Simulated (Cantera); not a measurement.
Charge: 1 mol Cu2O, 0.46 mol C, 1.2 mol N2, at 1700 K.

Method: chemical equilibrium by Gibbs-energy minimisation in Cantera with the NASA 1993 tables (ideal gas, pure condensed phases). Candidate condensed phases: C, Cu, CuO, Cu2O; 27 gas species. Each liquid is taken as pure. Mutual solubility and eutectic melting of coexisting phases are not modelled. Equilibrium is a limit: real reactors are often held back by kinetics, nucleation or transport.

Which condensed phases are stable at each of these points (P (Pa)): 10, 52, 270, 1400, 7200, 37000, 190000, 1000000?


```
P (Pa)   condensed phases  Cu condensed (%)
-------  ----------------  ----------------
10               gas only               0.0
52                  Cu(l)              62.4
270                 Cu(l)              94.7
1400                Cu(l)              99.0
7200      Cu(l) + Cu2O(l)              99.8
37000     Cu(l) + Cu2O(l)             100.0
190000    Cu(l) + Cu2O(l)             100.0
1000000   Cu(l) + Cu2O(l)             100.0
```

At 10.0 Pa nothing is condensed. From 52.0 Pa to 14.0 mbar the condensed part is Cu(l). From 72.0 mbar to 10.0 bar the condensed part is Cu(l) + Cu2O(l).
